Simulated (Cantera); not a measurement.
Cantera run, input and output.

```python
import numpy as np
import cantera as ct

gas = ct.Solution("h2o2.yaml")
gas.TPX = 1300, 100000, {'H2': 1, 'O2': 0.455, 'N2': 1.71}
reactor = ct.IdealGasReactor(gas, energy="on", clone=False)
net = ct.ReactorNet([reactor])
net.rtol, net.atol = 1e-08, 1e-16
show = ['H2', 'O2', 'H2O2', 'OH', 'HO2', 'H2O']
times = np.geomspace(1e-06, 1, 11)

steps = ct.SolutionArray(gas, extra=["t"])
rows = []
print(f"{'t/s':>10s}{'T/K':>9s}{'P/Pa':>11s}" + "".join(f"{s:>11s}" for s in show))
for t in times:
    while net.time < t:
        t_next = net.step()
        steps.append(gas.state, t=t_next)
    rows.append([np.interp(t, steps.t, y) for y in (steps.T, steps.P, *steps(*show).X.T)])
    print(f"{t:10.3e}{rows[-1][0]:9.1f}{rows[-1][1]:11.4g}" + "".join(f"{x:11.3e}" for x in rows[-1][2:]))
rate = np.gradient(steps.T, steps.t)
print("integrator steps:", len(steps.t))
if steps.T.max() > steps.T[0] + 200:
    print(f"time of steepest temperature rise: {steps.t[rate.argmax()]:.4e} s")
gas.TPX = 1300, 100000, {'H2': 1, 'O2': 0.455, 'N2': 1.71}
gas.equilibrate("UV")
print(f"equilibrium (UV): T = {gas.T:.1f} K  " + "  ".join(f"{s} {gas[s].X[0]:.3e}" for s in show))
```

Result:

```
       t/s      T/K       P/Pa         H2         O2       H2O2         OH        HO2        H2O
 1.000e-06   1300.0      1e+05  3.160e-01  1.438e-01  3.904e-11  1.258e-09  1.835e-08  4.181e-09
 3.981e-06   1300.0      1e+05  3.160e-01  1.438e-01  6.555e-10  1.603e-08  8.464e-08  1.725e-07
 1.585e-05   1300.3      1e+05  3.157e-01  1.436e-01  1.174e-07  1.300e-05  1.317e-05  1.963e-04
 6.310e-05   2852.4  1.998e+05  7.078e-02  1.448e-02  5.027e-07  3.457e-02  8.611e-06  2.418e-01
 2.512e-04   2982.8   2.07e+05  6.742e-02  1.227e-02  6.794e-07  3.336e-02  9.292e-06  2.525e-01
 1.000e-03   2982.8   2.07e+05  6.742e-02  1.227e-02  6.794e-07  3.336e-02  9.292e-06  2.525e-01
 3.981e-03   2982.8   2.07e+05  6.742e-02  1.227e-02  6.794e-07  3.336e-02  9.292e-06  2.525e-01
 1.585e-02   2982.8   2.07e+05  6.742e-02  1.227e-02  6.794e-07  3.336e-02  9.292e-06  2.525e-01
 6.310e-02   2982.8   2.07e+05  6.742e-02  1.227e-02  6.794e-07  3.336e-02  9.292e-06  2.525e-01
 2.512e-01   2982.8   2.07e+05  6.742e-02  1.227e-02  6.794e-07  3.336e-02  9.292e-06  2.525e-01
 1.000e+00   2982.8   2.07e+05  6.742e-02  1.227e-02  6.794e-07  3.336e-02  9.292e-06  2.525e-01
integrator steps: 990
time of steepest temperature rise: 2.7441e-05 s
equilibrium (UV): T = 2982.8 K  H2 6.742e-02  O2 1.227e-02  H2O2 6.794e-07  OH 3.336e-02  HO2 9.292e-06  H2O 2.525e-01
```

Model: the H2/O2 subset of GRI-Mech 3.0, which has no nitrogen chemistry, integrated in Cantera.
